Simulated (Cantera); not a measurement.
Input: 1 mol Fe, 6.2 mol H2O, 160 mol N2, held at 1873.15 K and 1.33 mbar.

Equilibrium computed with Cantera from the NASA thermochemical tables; the gas is ideal and each condensed phase is pure. Candidate condensed phases: Fe, FeO, Fe(OH)2, Fe(OH)3, Fe2O3, Fe3O4, H2O; 27 gas species. The tables' stoichiometric FeO is somewhat more stable than real wüstite, so its field is too wide. FeO: taken at fixed stoichiometry. The numbers say what is thermodynamically allowed, not how fast it happens.

Base state: N2 0.957, H2O 0.0322, H2 0.00395, Fe 0.00335, H 0.00111, OH 0.000705, O2 0.000537, FeO 0.000393 (mole fractions); condensed: FeO(l).

Problem. What changes in the equilibrium state with this change: Fe replaced by Al?

Solution. 
| species | before | after |
|---|---|---|
| N2 | 0.957 | 0.961 |
| H2O | 0.0322 | 0.0275 |
| H2 | 0.00395 | 0.00872 |
| Fe | 0.00335 | 0 |
| FeO | 0.000393 | 0 |
| O2 | 0.000537 | 8.02e-5 |
| O | 0.000150 | 5.81e-5 |
| NO | 0.000294 | 0.000114 |
| OH | 0.000705 | 0.000405 |
| FeO(l), mol | 0.373 | 0 |
| Al2O3(s), mol | 0 | 0.500 |
Further candidate phases: Al, AlN, Al2O3.
